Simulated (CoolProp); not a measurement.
A single-stage vapour-compression cycle with R11: evaporating at 285.15 K (dew point), condensing at 326.15 K (bubble point), superheat 5 K, subcooling 0 K, compressor efficiency 0.8, no pressure losses. Each further row changes one setting.

Computed with CoolProp (reference Helmholtz-energy equation of state, Jacobsen 1992).

| case | cooling COP | pressure ratio | discharge temperature (K) | refrigerating effect (kJ/kg) | volumetric capacity (kJ/m³) |
|---|---|---|---|---|---|
| as stated | 4.90 | 3.92 | 346.5 | 152 | 583 |
| evaporating temperature 290.15 K | ? | 3.24 | 344.0 | ? | ? |
| condensing temperature 321.15 K | ? | 3.39 | ? | 157 | 600 |
| subcooling 5 K | ? | 3.92 | 346.5 | 157 | 600 |
| superheat 15 K | 4.90 | 3.92 | 357.6 | 158 | 583 |
| compressor efficiency 0.7 | 4.28 | 3.92 | 353.4 | 152 | 583 |

Q: Some entries are withheld; supply them.

A: 
- evaporating temperature 290.15 K, cooling COP: 5.76
- evaporating temperature 290.15 K, refrigerating effect (kJ/kg): 155
- evaporating temperature 290.15 K, volumetric capacity (kJ/m³): 708
- condensing temperature 321.15 K, cooling COP: 5.68
- condensing temperature 321.15 K, discharge temperature (K): 340.2
- subcooling 5 K, cooling COP: 5.04
